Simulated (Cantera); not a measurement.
**Ammonia decomposition in nitride growth gas**

An isothermal, constant-pressure homogeneous reactor starts with 82.6 % NH₃, 17.4 % N₂, at 2073 K and 20.0 Torr.

Detailed kinetics in Cantera: the gas-phase N/H chemistry of the illustrative SiF4/NH3 mechanism in the Surface Chemkin manual (1991). Walls and surfaces, which speed up NH3 decomposition in real reactors, are not modelled.

| t (s) | x NH₃ | x N₂ | x NH₂ | x N₂H₂ | x N₂H₄ | x N |
|---|---|---|---|---|---|---|
| 1.00e-6 | 0.826 | 0.174 | 6.24e-7 | <1e-12 | <1e-12 | <1e-12 |
| 4.78e-6 | 0.826 | 0.174 | 4.00e-6 | 1.68e-12 | <1e-12 | <1e-12 |
| 2.29e-5 | 0.826 | 0.174 | 2.21e-5 | 2.23e-10 | 2.85e-12 | <1e-12 |
| 0.000109 | 0.826 | 0.174 | 0.000109 | 1.42e-8 | 8.00e-11 | 1.85e-11 |
| 0.000524 | 0.826 | 0.174 | 0.000519 | 5.28e-7 | 1.86e-9 | 2.28e-9 |
| 0.00250 | 0.822 | 0.174 | 0.00192 | 9.80e-6 | 2.57e-8 | 3.99e-8 |
| 0.0120 | 0.797 | 0.178 | 0.00216 | 1.40e-5 | 3.27e-8 | 2.72e-7 |
| 0.0573 | 0.687 | 0.198 | 0.00176 | 1.10e-5 | 2.17e-8 | 1.05e-6 |
| 0.274 | 0.369 | 0.255 | 0.00108 | 4.53e-6 | 8.12e-9 | 1.93e-6 |
| 1.31 | 0.0455 | 0.313 | 0.000252 | 3.55e-7 | 4.42e-10 | 2.09e-6 |
| 6.27 | 6.49e-6 | 0.319 | 3.64e-7 | 3.47e-12 | <1e-12 | 3.25e-7 |
| 30.0 | 3.61e-7 | 0.319 | 2.13e-8 | <1e-12 | <1e-12 | 2.11e-8 |
x: mole fraction; the columns are a selection and need not sum to one.

Equilibrium at this temperature and pressure: NH₃ 1.46e-7, N₂ 0.319, NH₂ 8.67e-9, N₂H₂ <1e-12, N₂H₄ <1e-12, N 8.59e-9 (gas phase only).
